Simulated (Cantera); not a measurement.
## Sublimation and decomposition of ceramics: BN + N2

Input: 1 mol BN, 0.074 mol N2, held at 10.0 mbar.

Equilibrium computed with Cantera from the NASA thermochemical tables; the gas is ideal and each condensed phase is pure. Candidate condensed phases: B, BN; 5 gas species. Kinetics and transport are ignored.

| T (K) | log p N2 | log p B | log p BN | log p B2 | log p N | n BN(s) | n B(l) |
|---|---|---|---|---|---|---|---|
| 1475 | -2.00 | <-14 | <-14 | <-14 | <-14 | 1.00 | 0 |
| 1575 | -2.00 | -13.51 | -13.86 | <-14 | -13.42 | 1.00 | 0 |
| 1675 | -2.00 | -11.91 | -12.43 | <-14 | -12.47 | 1.00 | 0 |
| 1775 | -2.00 | -10.50 | -11.17 | <-14 | -11.63 | 1.00 | 0 |
| 1875 | -2.00 | -9.24 | -10.05 | <-14 | -10.88 | 1.00 | 0 |
| 1975 | -2.00 | -8.10 | -9.04 | <-14 | -10.20 | 1.00 | 0 |
| 2075 | -2.00 | -7.08 | -8.13 | -12.56 | -9.59 | 1.000 | 0 |
| 2175 | -2.00 | -6.16 | -7.30 | -11.05 | -9.04 | 1.000 | 0 |
| 2275 | -2.00 | -5.31 | -6.55 | -9.67 | -8.53 | 1.000 | 0 |
| 2375 | -2.00 | -4.61 | -5.93 | -8.55 | -8.06 | 0 | 0.999 |
| 2475 | -2.00 | -4.17 | -5.57 | -7.93 | -7.64 | 0 | 0.996 |
| 2575 | -2.01 | -3.76 | -5.23 | -7.36 | -7.25 | 0 | 0.989 |
| 2675 | -2.02 | -3.38 | -4.93 | -6.83 | -6.89 | 0 | 0.974 |
log p: log10 of the partial pressure in bar; n: condensed amount in mol.

From 1475 K to 2275 K the condensed part is BN(s). From 2375 K to 2675 K the condensed part is B(l).
